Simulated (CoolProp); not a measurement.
Properties of ethanol along the isotherm 620 K.

Computed with CoolProp (reference Helmholtz-energy equation of state, Schroeder 2014).

```tsv
p (bar)	phase	density (kg/m³)	cp (kJ/(kg K))	isothermal compressibility (1/MPa)
0.991	gas	0.8873	2.405	10.11
1.45	gas	1.299	2.408	6.916
2.14	gas	1.920	2.412	4.692
3.13	gas	2.814	2.419	3.214
4.6	gas	4.148	2.428	2.194
6.75	gas	6.113	2.443	1.501
9.91	gas	9.031	2.464	1.029
14.5	gas	13.34	2.497	0.7102
21.4	gas	19.97	2.549	0.4886
31.3	gas	29.85	2.629	0.3419
46	gas	45.41	2.765	0.2420
67.5	supercritical	70.55	3.012	0.1769
99.1	supercritical	114.9	3.530	0.1380
145	supercritical	201.9	4.521	0.1062
214	supercritical	329.0	4.665	0.04121
313	supercritical	422.2	4.379	0.01582
```
